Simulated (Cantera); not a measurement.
Standard-state values (1 bar) from the NASA 1993 polynomials, evaluated with Cantera. Values are per mole of reaction as written; species without (g) are pure solids or liquids, kept so even where they would boil at 1 bar.

2 Cl2(g) + Si(g) → SiCl4(g)

| T (K) | ΔH° (kJ) | ΔS° (J/K) | ΔG° (kJ) | log10 K |
|---|---|---|---|---|
| 675 | -1110.5 | -278.7 | -922.3 | 71.37 |
| 775 | … | … | … | … |
| 875 | … | … | … | … |
| 975 | … | … | … | … |
| 1075 | … | … | … | … |

Q: Fill in the missing entries.

A: 
- 775, ΔH° (kJ): -1109.5
- 775, ΔS° (J/K): -277.5
- 775, ΔG° (kJ): -894.5
- 775, log10 K: 60.29
- 875, ΔH° (kJ): -1108.6
- 875, ΔS° (J/K): -276.3
- 875, ΔG° (kJ): -866.8
- 875, log10 K: 51.75
- 975, ΔH° (kJ): -1107.6
- 975, ΔS° (J/K): -275.2
- 975, ΔG° (kJ): -839.3
- 975, log10 K: 44.96
- 1075, ΔH° (kJ): -1106.6
- 1075, ΔS° (J/K): -274.2
- 1075, ΔG° (kJ): -811.8
- 1075, log10 K: 39.44
